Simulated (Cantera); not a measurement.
What does this Cantera script print?

```python
import numpy as np
import cantera as ct

gas_names = """
    H HNO HNO2 HNO3 HO2 H2 H2O H2O2 N NH NH2 NH3 NH2OH NO NO2 NO3 N2 N2H2 N2H4 N2O O OH O2 O3
""".split()
cond_names = """
    H2O(s) H2O(L)
""".split()


# ... load() reads the species with a 1 bar reference pressure and builds the phases ...
atoms = {
    'NH3': {'N': 1, 'H': 3},
    'H2O': {'H': 2, 'O': 1},
    'O2': {'O': 2},
}
top_T = {}  # K; cautious upper limits of use, not melting points


# ... equilibrate(T, P, feed) seeds the gas with the atoms and calls Mixture.equilibrate('TP', solver="vcs", rtol=1e-11, max_steps=5000) ...
results = []
T = 1500  # K
P = 230000  # Pa
for m in [0.19, 0.24, 0.29, 0.34, 0.39, 0.44, 0.49, 0.55, 0.6, 0.65, 0.7, 0.75, 0.8]:
    feed = {'NH3': 1, 'H2O': 6.4, 'O2': m}  # mol
    mix = equilibrate(T, P, feed)
    results.append((T, P, feed, dict(zip(mix.species_names, mix.species_moles))))

top = {s: max(r[3][s] / sum(r[3][g] for g in gas_names) for r in results) for s in gas_names}
cols = sorted((s for s in top if top[s] > 0.001), key=lambda s: -top[s])[:5]
seen = [c for c in cond_names if any(r[3].get(c, 0) > 1e-12 for r in results)]
print("log10 of partial pressures in bar; condensed amounts in mol")
print(f"{'n(O2)':>10s}" + "".join(f"{s[:9]:>10s}" for s in cols + seen))
for T, P, feed, n in results:
    ng = sum(n[g] for g in gas_names)
    print(f"{feed['O2']:10.4g}" + "".join(f"{np.log10(max(n[s] / ng * P / 1e5, 1e-99)):10.3f}" for s in cols)
          + "".join(f"{n.get(c, 0):10.4g}" for c in seen))
```

Result:

```
log10 of partial pressures in bar; condensed amounts in mol
     n(O2)       H2O        H2        N2        O2
      0.19     0.269    -0.513    -0.864    -9.882
      0.24     0.275    -0.554    -0.864    -9.788
      0.29     0.281    -0.599    -0.864    -9.686
      0.34     0.287    -0.649    -0.864    -9.574
      0.39     0.294    -0.705    -0.864    -9.449
      0.44     0.300    -0.770    -0.864    -9.307
      0.49     0.306    -0.847    -0.864    -9.142
      0.55     0.313    -0.961    -0.864    -8.900
       0.6     0.318    -1.085    -0.864    -8.639
      0.65     0.324    -1.262    -0.864    -8.275
       0.7     0.330    -1.563    -0.864    -7.662
      0.75     0.335    -3.472    -0.864    -3.832
       0.8     0.332    -4.456    -0.866    -1.869
```

Cantera equilibrium calculation (NASA polynomials, part measured and part estimated; ideal gas, pure solids and liquids).
